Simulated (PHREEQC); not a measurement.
Dissolve 0.0094 mol HF, 0.081 mol NH4F, 4e-06 mol H4SiO4 and 6.3e-05 mol H3PO4 per kg of water at 25 °C. Closed to the air; pH follows from the charge balance.

Equilibrium calculation in PHREEQC: ion-association model, phreeqc.dat.

This is a speciation only: nothing precipitates in the calculation.

Q: Order these F species by the share of F that they hold, largest first: F-, HF2-, HF.

A: F- (87 %), HF (7.9 %), HF2- (4.8 %)

The pH is 4.10 and the ionic strength 0.0811 mol/kgw. Complexes and solids missing from the database can't appear. SiF6-2 is the database's only silicon fluoride.
